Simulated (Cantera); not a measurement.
An adiabatic, constant-pressure homogeneous reactor starts with 8.26 % CH₄, 1.74 % CO, 18.9 % O₂, 71.1 % N₂, equivalence ratio 0.92, at 1473 K and 10500 Torr.

Model: GRI-Mech 3.0 (53 species, 325 reactions), integrated in Cantera. The pressure lies above the range GRI-Mech 3.0 was tuned for (to about 10 atm).

Predict: time of steepest temperature rise; temperature at 0.100 s; equilibrium temperature; x(CO) at 0.100 s; x(O₂) at 0.100 s; x(NO₂) at 0.100 s; x(H₂O) at 0.100 s.


```
Item                                                                 Value
---------------------------------  ---------------------------------------
time of steepest temperature rise                                 0.187 ms
temperature at 0.100 s                                              2867 K
equilibrium temperature                                             2867 K
x(CO) at 0.100 s                     0.0264 (gas-phase equilibrium 0.0264)
x(O₂) at 0.100 s                     0.0216 (gas-phase equilibrium 0.0216)
x(NO₂) at 0.100 s                  9.32e-6 (gas-phase equilibrium 9.32e-6)
x(H₂O) at 0.100 s                      0.147 (gas-phase equilibrium 0.147)
```
